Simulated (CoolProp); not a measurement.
Vapour-liquid equilibrium of n-octane (1) + o-xylene (2) at 0.0472 MPa; x and y are mole fractions of (1).

Computed with CoolProp (multi-fluid Helmholtz-energy mixture model, Beckmüller 2019 and Zhou 2012; pair parameters Bell 2016).

```tsv
x	bubble temperature, mixture model (K)	bubble temperature, Raoult's law (K)	y, mixture model	y, Raoult's law
0.05	389.5	389.7	0.088	0.083
0.2	385.8	386.5	0.310	0.301
0.35	382.8	383.6	0.485	0.483
0.5	380.2	380.9	0.631	0.635
0.65	377.9	378.5	0.756	0.765
0.8	375.9	376.2	0.867	0.876
0.95	374.0	374.0	0.968	0.971
```

The largest gap from Raoult's law is -0.8 K in bubble temperature, at x = 0.35. No azeotrope shows between x = 0.05 and 0.95.

The pair parameters rest on a limited set of measurements; away from them the model extrapolates.
